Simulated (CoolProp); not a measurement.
Vapour pressure (kPa) of octamethylcyclotetrasiloxane (D4): the reference equation beside estimates from Tc = 586.5 K, pc = 1347 kPa, ω = 0.598.

Computed with CoolProp (reference Helmholtz-energy equation of state, Thol 2015).

```tsv
T (K)	reference	Lee-Kesler	Redlich-Kwong
461.4	?	137.4	293.7
466.6	155.5	155.2	318.4
471.8	175.0	?	344.6
477.1	196.8	196.5	372.7
482.3	220.2	219.8	401.7
487.5	245.6	245.2	432.3
492.7	273.2	272.8	464.4
497.9	303.1	302.8	498.1
503.1	335.5	?	533.4
508.3	370.4	370.2	570.4
513.5	408.1	408.0	?
```

Complete the blanks.


- 461.4, reference: 137.7
- 471.8, Lee-Kesler: 174.7
- 503.1, Lee-Kesler: 335.2
- 513.5, Redlich-Kwong: 609.0

Absolute difference from the reference over all 11 rows, mean and median: Lee-Kesler 0.1 and 0.2 %, Redlich-Kwong 78.1 and 76.0 %.
